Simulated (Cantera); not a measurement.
What does this Cantera script print?

```python
import numpy as np
import cantera as ct

gas = ct.Solution("gri30.yaml")


def delay(T, t_max=10):
    gas.TPX = T, 40000, {'CH4': 1, 'O2': 1.54, 'N2': 5.78}
    reactor = ct.IdealGasConstPressureReactor(gas, clone=False)
    net = ct.ReactorNet([reactor])
    net.rtol, net.atol = 1e-8, 1e-16
    while net.time < t_max:
        t_old, T_old = net.time, reactor.T
        net.step()
        if reactor.T > T + 400:  # ignition: a rise of 400 K
            return t_old + (T + 400 - T_old) / (reactor.T - T_old) * (net.time - t_old)
    return np.nan


taus = []
for T in [1148, 1198, 1248, 1298, 1348, 1398, 1448, 1498]:
    taus.append(delay(T))
    print(f"T0 = {T:6g} K   tau = {taus[-1]:.4e} s")
```

Output:

```
T0 =   1148 K   tau = 2.4761e-01 s
T0 =   1198 K   tau = 1.1468e-01 s
T0 =   1248 K   tau = 5.5324e-02 s
T0 =   1298 K   tau = 2.7748e-02 s
T0 =   1348 K   tau = 1.4469e-02 s
T0 =   1398 K   tau = 7.8613e-03 s
T0 =   1448 K   tau = 4.4638e-03 s
T0 =   1498 K   tau = 2.6546e-03 s
```

Cantera simulation using GRI-Mech 3.0 (53 species, 325 reactions); the numbers are that mechanism's predictions, not measurements.
